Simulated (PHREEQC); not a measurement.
0.019 g of hydrous ferric oxide (600 m²/g; 0.2 weak and 0.005 strong sites per Fe, Dzombak-Morel constants, diffuse double layer) in 1 kg of water with 0.005 mol/kgw of an inert sodium salt and 0.00013 mmol/kgw NaF and 0.011 mmol/kgw BaCl2, at 25 °C; the pH is set by adding NaOH or the inert anion's acid. Oxygen is held at 0.21 atm. CO2 from the air is kept out. No solid was allowed to form.

Base run: PHREEQC, ion-association model, wateq4f.dat. Each further column changes one thing. The table gives F sorbed (%).

```
pH   base  no electrostatic term (-no_edl)  background salt from 0.005 to 0.0005 mol/kgw  oxide from 0.019 to 0.095 g/kgw  1.5e-05 mol/kgw ZnCl2 added
---  ----  -------------------------------  --------------------------------------------  -------------------------------  ---------------------------
3    66.8                              0.0                                          84.1                             90.9                         66.6
3.5  72.4                              0.1                                          88.0                             92.9                         72.2
4    67.6                              0.1                                          84.2                             91.3                         67.5
4.5  55.5                              0.1                                          73.1                             86.2                         55.4
5    38.5                              0.1                                          53.5                             75.8                         38.5
5.5  21.9                              0.1                                          30.3                             58.3                         21.9
6    10.2                              0.1                                          13.3                             36.1                         10.5
6.5   4.1                              0.1                                           5.0                             17.4                          4.4
7     1.5                              0.1                                           1.7                              6.9                          1.8
7.5   0.5                              0.1                                           0.6                              2.5                          0.8
8     0.2                              0.1                                           0.2                              0.9                          0.4
8.5   0.1                              0.1                                           0.1                              0.3                          0.1
9     0.0                              0.1                                           0.0                              0.1                          0.0
```

The oxide is taken as insoluble; below pH 4 it would dissolve.
